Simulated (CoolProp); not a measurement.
Saturated liquid density (kg/m³) of isobutane: the reference equation beside estimates from Tc = 134.7 °C, pc = 3629 kPa, ω = 0.184. Rackett uses Z = 0.29056 − 0.08775 ω.

Model: reference Helmholtz-energy equation of state, Bücker 2006, in CoolProp.

```tsv
T (°C)	reference	Rackett	Peng-Robinson
14.95	563.0	563.6	594.9
20.95	555.7	556.2	586.1
26.85	548.3	548.7	577.0
32.85	540.6	540.9	567.4
38.85	532.7	532.8	557.4
44.75	524.7	524.7	547.1
50.75	516.3	516.2	536.0
56.65	507.7	507.5	524.6
62.65	498.7	498.3	512.4
```

Absolute difference from the reference over all 9 rows, mean and median: Rackett 0.1 and 0.1 %, Peng-Robinson 4.5 and 4.6 %.
